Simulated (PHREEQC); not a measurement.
A solution holds 0.0027 mol/kgw H2SO4 and 0.071 mol/kgw HBF4, at 45 °C. Closed to the air; pH follows from the charge balance.

The numbers come from PHREEQC with the ion-association model, wateq4f.dat.

Q: The ionic strength comes out as 0.0708 mol/kgw. What activity coefficients do H+, BF2(OH)2-, BF4-, HF2-, SO4-2 get?

A: H+ 0.84, BF2(OH)2- 0.77, BF4- 0.77, HF2- 0.78, SO4-2 0.40.

This is a speciation only: nothing precipitates in the calculation. Complexes and solids missing from the database can't appear. Away from 25 °C the constants follow the database's enthalpies or fits; those with neither stay at their 25 °C values. Real BF4- forms and hydrolyses slowly; the run takes it at equilibrium.
